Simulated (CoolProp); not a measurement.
Saturation properties of n-perfluorobutane.

Computed with CoolProp (reference Helmholtz-energy equation of state, Gao 2022).

```csv
T (°C),p (kPa),liquid density (kg/m³),vapour density (kg/m³),enthalpy of vaporisation (kJ/kg),liquid cp (kJ/(kg K))
-23.85,38.31,1672,4.503,104.5,1.077
-7.85,…,1617,8.956,99.49,1.097
8.15,149.9,…,16.29,94.18,1.119
24.05,259.2,1499,27.61,…,1.144
40.05,421.7,1434,…,82.12,…
56.05,650.9,1361,69.86,74.82,1.217
71.95,960.9,1276,107.3,66.10,1.282
87.95,1375,1167,167.4,54.75,1.414
103.95,…,997.6,285.7,37.03,…
```

Complete the blanks.


- -7.85, p (kPa): 79.68
- 8.15, liquid density (kg/m³): 1559
- 24.05, enthalpy of vaporisation (kJ/kg): 88.48
- 40.05, vapour density (kg/m³): 44.66
- 40.05, liquid cp (kJ/(kg K)): 1.175
- 103.95, p (kPa): 1922
- 103.95, liquid cp (kJ/(kg K)): 1.953

It boils at -2.0 °C under 1 atm.
